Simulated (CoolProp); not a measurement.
Vapour-liquid equilibrium of n-hexane (1) + p-xylene (2) at 0.124 bar; x and y are mole fractions of (1).

Computed with CoolProp (multi-fluid Helmholtz-energy mixture model, Thol 2019 and Zhou 2012; pair parameters Bell 2016).

| x | bubble temperature, mixture model (°C) | bubble temperature, Raoult's law (°C) | y, mixture model | y, Raoult's law |
|---|---|---|---|---|
| 0.05 | 61.9 | 64.6 | (withheld) | 0.358 |
| 0.2 | (withheld) | 46.4 | (withheld) | 0.764 |
| 0.35 | 32.3 | 35.7 | 0.902 | 0.889 |
| 0.5 | 26.3 | 28.4 | 0.943 | 0.942 |
| 0.65 | 21.9 | 23.0 | (withheld) | 0.970 |
| 0.8 | (withheld) | 18.8 | (withheld) | 0.987 |
| 0.95 | 15.3 | 15.3 | (withheld) | 0.997 |

Problem. Complete the blanks.

Solution. 
- 0.05, y, mixture model: 0.426
- 0.2, bubble temperature, mixture model (°C): 42.1
- 0.2, y, mixture model: 0.805
- 0.65, y, mixture model: 0.967
- 0.8, bubble temperature, mixture model (°C): 18.4
- 0.8, y, mixture model: 0.983
- 0.95, y, mixture model: 0.996

The largest gap from Raoult's law is -4.3 K in bubble temperature, at x = 0.2. No azeotrope shows between x = 0.05 and 0.95.

The pair parameters rest on a limited set of measurements; away from them the model extrapolates.
